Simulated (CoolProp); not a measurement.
Vapour-liquid equilibrium of n-octane (1) + m-xylene (2) at 2.55 bar; x and y are mole fractions of (1).

Values from CoolProp's multi-fluid Helmholtz-energy mixture model, Beckmüller 2019 and Zhou 2012; pair parameters Bell 2016.

Task: Give the bubble temperature and the first vapour's composition at x = 0.05, 0.575, 0.65. Is there an azeotrope?

Result: x = 0.05: 176.1 °C, y = 0.070; x = 0.575: 167.4 °C, y = 0.642; x = 0.65: 166.4 °C, y = 0.709. No azeotrope shows between x = 0.05 and 0.95.

Pair parameters are fitted to limited data, so mixtures are less certain than the pure fluids.
